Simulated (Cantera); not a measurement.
# Ti + CH4 + H2 (titanium nitride, carbide and oxide coatings)

Charge: 1 mol Ti, 0.13 mol CH4, 8.6 mol H2, held at 0.00230 bar.

Cantera equilibrium calculation (NASA polynomials, part measured and part estimated; ideal gas, pure solids and liquids). Candidate condensed phases: C, C6H6, C7H8, C8H18, Ti, TiC; 77 gas species. Mutual solubility and eutectic melting of coexisting phases are not modelled. TiC: taken at fixed stoichiometry. Condensed phases not in the tables: N, O or C dissolved in the metal. The numbers say what is thermodynamically allowed, not how fast it happens.

```csv
T (K),log p H2,log p H,log p Ti,n Ti(α),n TiC(s),n Ti(β),n Ti(l)
1050,-2.64,-9.41,<-14,0.870,0.130,0,0
1150,-2.64,-8.45,-13.86,0.870,0.130,0,0
1250,-2.64,-7.63,-12.18,0,0.130,0.870,0
1350,-2.64,-6.94,-10.75,0,0.130,0.870,0
1450,-2.64,-6.34,-9.52,0,0.130,0.870,0
1550,-2.64,-5.82,-8.45,0,0.130,0.870,0
1650,-2.64,-5.36,-7.52,0,0.130,0.870,0
1750,-2.64,-4.95,-6.69,0,0.130,0.869,0
1850,-2.64,-4.59,-5.95,0,0.130,0.866,0
1950,-2.65,-4.27,-5.30,0,0.130,0,0.850
2050,-2.66,-3.98,-4.72,0,0.130,0,0.795
```
log p: log10 of the partial pressure in bar; n: condensed amount in mol.

From 1050 K to 1150 K the condensed part is Ti(α) + TiC(s). From 1250 K to 1850 K the condensed part is Ti(β) + TiC(s). From 1950 K to 2050 K the condensed part is Ti(l) + TiC(s).
